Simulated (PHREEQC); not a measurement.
Make-up at 80 °C: 0.052 mol/kgw CuSO4, 0.46 mol/kgw HCl and 8.4e-05 mol/kgw H3BO3. Closed to the air; pH follows from the charge balance.

Model: ion-association model, wateq4f.dat, run in PHREEQC.

This is a speciation only: nothing precipitates in the calculation.

Task: Order these Cu species by the share of Cu that they hold, largest first: CuSO4, Cu+2, CuCl2, CuCl+.

Result: CuCl+ (64 %), Cu+2 (27 %), CuCl2 (8.2 %), CuSO4 (0.40 %)

The pH is 0.52 and the ionic strength 0.487 mol/kgw. At this temperature some constants are extrapolated from 25 °C, and those without enthalpy data are left unchanged.
